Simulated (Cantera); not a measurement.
A perfectly stirred reactor is fed with 4.96 % CO, 0.208 % H2, 4.12 % CH4, 19.3 % O2, 71.4 % N2, at 13.0 bar; it is adiabatic with a 675 K inlet, and is followed from long to short residence time, starting on the burning branch (τ in s: 0.12, 0.041, 0.014, 0.0047, 0.0016, 0.00055, 0.00019, 6.5e-05, 2.2e-05, 7.6e-06).

Computed with Cantera and GRI-Mech 3.0 (53 species, 325 reactions). The pressure lies above the range GRI-Mech 3.0 was tuned for (to about 10 atm).

Q: Predict: blow-out, bracketed by the residence times tried; x(CO) at τ = 0.120 s; x(H2) at τ = 0.120 s; x(CH4) at τ = 0.120 s; x(CH3) at τ = 0.120 s; x(NO) at τ = 0.120 s; x(CO) at τ = 0.550 ms; x(H2) at τ = 0.550 ms; x(CH4) at τ = 0.550 ms; x(CH3) at τ = 0.550 ms; x(NO) at τ = 0.550 ms.

A: 
| Item | Value |
|---|---|
| blow-out, bracketed by the residence times tried | burning at 65.0 µs, out at 22.0 µs |
| x(CO) at τ = 0.120 s | 0.000132 |
| x(H2) at τ = 0.120 s | 2.23e-5 |
| x(CH4) at τ = 0.120 s | 7.45e-7 |
| x(CH3) at τ = 0.120 s | 1.94e-7 |
| x(NO) at τ = 0.120 s | 0.000423 |
| x(CO) at τ = 0.550 ms | 0.00321 |
| x(H2) at τ = 0.550 ms | 0.000189 |
| x(CH4) at τ = 0.550 ms | 6.47e-5 |
| x(CH3) at τ = 0.550 ms | 1.60e-5 |
| x(NO) at τ = 0.550 ms | 1.99e-5 |
